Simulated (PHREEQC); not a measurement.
1 kg of water holding 0.058 mol K2SO4 and 0.48 mol K2CO3 is evaporated at 90 °C; the solids stay in contact with the brine. No CO2 enters from the air. The run lets Arcanite, Kalicinite, Misenite precipitate or redissolve, and no other solid.

Base run: PHREEQC, Pitzer model, pitzer.dat. Each further column changes one thing. The table gives water activity.

```
H2O removed (mol)   base  temperature from 90 to 75 °C  temperature from 90 to 25 °C
-----------------  -----  ----------------------------  ----------------------------
0                  0.976                         0.976                         0.977
18.01              0.964                         0.964                         0.967
24.69              0.954                         0.955                         0.959
34.69              0.926                         0.929                         0.937
41.44              0.880                         0.886                         0.906
46.01              0.805                         0.814                         0.851
47.7               0.744                         0.758                         0.809
50.23              0.565                         0.590                         0.683
```

Constants without temperature data keep their 25 °C values here.
